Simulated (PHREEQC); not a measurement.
Dissolve 0.031 mol/kgw HF and 0.021 mol/kgw FeCl3 at 25 °C. Closed to the air; pH follows from the charge balance.

Equilibrium calculation in PHREEQC: ion-association model, phreeqc.dat.

Question: The ionic strength comes out as 0.0755 mol/kgw. What activity coefficients do Fe+3, FeCl+2, Cl-, H+, FeCl2+ get?

Answer: Fe+3 0.20, FeCl+2 0.41, Cl- 0.79, H+ 0.84, FeCl2+ 0.80.

No solid was allowed to form. Examples of supersaturated solids here: Hematite (slow to form), Goethite (slow to form). Others may be too. Fluoro complexes past AlF4- and FeF3 are missing from the database.
